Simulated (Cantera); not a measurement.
A closed system holds: 1 mol SiH₄, 0.93 mol NO, 0.48 mol H₂O, held at 1577 °C and 10.5 Torr.

Method: chemical equilibrium by Gibbs-energy minimisation in Cantera with the NASA 1993 tables (ideal gas, pure condensed phases). Candidate condensed phases: H₂O, Si, SiO₂, Si₂N₂O, Si₃N₄; 35 gas species. The tables hold silica as quartz up to 1696 K and as liquid above; real silica turns to tridymite and cristobalite and melts near 1996 K. Equilibrium is a limit: real reactors are often held back by kinetics, nucleation or transport.

### Question
What is the equilibrium state?

### Answer
```
Property                              Value
--------------------------------  ---------
x(H₂)                                 0.695
x(SiO)                                0.168
x(N₂)                                 0.131
x(H)                                0.00380
x(H₂O)                              0.00167
x(SiO₂)                             1.10e-6
n(SiO₂(condensed))                0.404 mol
gas amount                        3.548 mol
log10 activity of Si(l) (absent)      -2.99
```
